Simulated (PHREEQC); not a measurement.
A solution holds 1.4 mmol/kgw NH3, 0.0015 mmol/kgw CO2 and 0.17 mmol/kgw Na2CO3, at 25 °C. Closed to the air; pH follows from the charge balance.

Model: ion-association model, wateq4f.dat, run in PHREEQC.

This is a speciation only: nothing precipitates in the calculation.

### Question
Predict the pH.

### Answer
pH 10.29.

### Question
In which forms is N present?

### Answer
NH3 92 %, NH4+ 8.4 % of the N.
